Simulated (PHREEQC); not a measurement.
Dissolve 0.0095 mol NaHSO4 and 0.0004 mol K2HPO4 per kg of water at 25 °C. Closed to the air; pH follows from the charge balance.

Model: ion-association model, wateq4f.dat, run in PHREEQC.

Each row changes one thing in this solution. Precipitation was switched off in this run.

```json
[
 {"case": "as made", "pH": "2.24", "ionic strength (mol/kgw)": "0.0234", "SO4-2 (mol/kgw)": "0.00683", "HSO4- (mol/kgw)": "0.00247", "H2PO4- (mol/kgw)": "0.000232", "NaSO4- (mol/kgw)": "0.000179", "SI of Mirabilite (Na2SO4:10H2O)": "-5.49"},
 {"case": "NaHSO4 from 0.0095 to 0.00855 mol/kgw", "pH": "2.28", "ionic strength (mol/kgw)": "0.0213", "SO4-2 (mol/kgw)": "0.00628", "HSO4- (mol/kgw)": "0.00211", "H2PO4- (mol/kgw)": "0.000240", "NaSO4- (mol/kgw)": "0.000151", "SI of Mirabilite (Na2SO4:10H2O)": "-5.60"},
 {"case": "diluted 5-fold with water", "pH": "2.82", "ionic strength (mol/kgw)": "0.00535", "SO4-2 (mol/kgw)": "0.00169", "HSO4- (mol/kgw)": "0.000196", "H2PO4- (mol/kgw)": "6.64e-5", "NaSO4- (mol/kgw)": "1.17e-5", "SI of Mirabilite (Na2SO4:10H2O)": "-7.31"},
 {"case": "0.015 mol/kgw NaHS added", "pH": "6.66", "ionic strength (mol/kgw)": "0.0338", "SO4-2 (mol/kgw)": "0.00893", "HSO4- (mol/kgw)": "1.16e-7", "H2PO4- (mol/kgw)": "0.000271", "NaSO4- (mol/kgw)": "0.000548", "SI of Mirabilite (Na2SO4:10H2O)": "-4.62"},
 {"case": "temperature from 25 to 85 °C", "pH": "2.44", "ionic strength (mol/kgw)": "0.0187", "SO4-2 (mol/kgw)": "0.00450", "HSO4- (mol/kgw)": "0.00481", "H2PO4- (mol/kgw)": "0.000218", "NaSO4- (mol/kgw)": "0.000159", "SI of Mirabilite (Na2SO4:10H2O)": "-8.01"},
 {"case": "0.00012 mol/kgw NaCl added", "pH": "2.24", "ionic strength (mol/kgw)": "0.0235", "SO4-2 (mol/kgw)": "0.00683", "HSO4- (mol/kgw)": "0.00247", "H2PO4- (mol/kgw)": "0.000232", "NaSO4- (mol/kgw)": "0.000181", "SI of Mirabilite (Na2SO4:10H2O)": "-5.48"}
]
```

Species that the database lacks are ignored. H3PO4, which wateq4f.dat lacks, is added to it with the constant of phreeqc.dat. Constants without temperature data keep their 25 °C values here. The polysulfide entries of wateq4f.dat were taken out for this run.
